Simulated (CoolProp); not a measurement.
Vapour-liquid equilibrium of ethanol (1) + o-xylene (2) at 0.217 MPa; x and y are mole fractions of (1).

The numbers come from the multi-fluid Helmholtz-energy mixture model, Schroeder 2014 and Zhou 2012; pair parameters Bell 2016 in CoolProp.

```csv
x,bubble temperature (K),y at the bubble point,dew temperature at overall composition x (K),liquid density (mol/L)
0.05,416.8,0.544,446.5,7.415
0.125,397.1,0.749,442.8,___
0.2,388.7,0.813,438.9,8.270
0.275,384.4,0.843,434.8,8.659
0.35,382.0,0.859,430.3,9.071
0.425,___,0.870,425.5,9.518
0.5,___,0.879,___,10.01
0.575,378.4,0.888,414.3,10.57
0.65,377.4,0.898,407.7,11.20
0.725,376.4,0.910,___,11.91
0.8,375.3,0.927,390.5,12.72
0.875,374.1,0.948,379.9,___
0.95,373.0,0.976,374.0,___
```

Complete the blanks.


- 0.125, liquid density (mol/L): 7.877
- 0.425, bubble temperature (K): 380.5
- 0.5, bubble temperature (K): 379.4
- 0.5, dew temperature at overall composition x (K): 420.2
- 0.725, dew temperature at overall composition x (K): 399.9
- 0.875, liquid density (mol/L): 13.65
- 0.95, liquid density (mol/L): 14.72

No azeotrope shows between x = 0.05 and 0.95.

The pair parameters rest on a limited set of measurements; away from them the model extrapolates. With so large a gap from Raoult's law the liquid may split in two, which this calculation doesn't test in full.
